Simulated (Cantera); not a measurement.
A closed system holds: 1 mol Si, 0.28 mol N₂O, 210 mol H₂, at 775 °C and 2.50 mbar.

Method: chemical equilibrium by Gibbs-energy minimisation in Cantera with the NASA 1993 tables (ideal gas, pure condensed phases). Candidate condensed phases: H₂O, Si, SiO₂, Si₂N₂O, Si₃N₄; 35 gas species. Mutual solubility and eutectic melting of coexisting phases are not modelled. Rates play no part.

Base state: H₂ 1.00 (mole fractions); condensed: Si(s) + Si₂N₂O(s).

Q: What changes in the equilibrium state with this change: Si replaced by SiC?

A: 
```
species           before     after
----------------  ------  --------
H₂                  1.00     1.000
CH₄                    0  0.000146
Si(s), mol         0.440         0
Si₂N₂O(s), mol     0.280     0.279
C(graphite), mol       0     0.526
SiC(s), mol            0     0.442
```
Further candidate phases: C, C₆H₆, C₇H₈, C₈H₁₈, SiC.
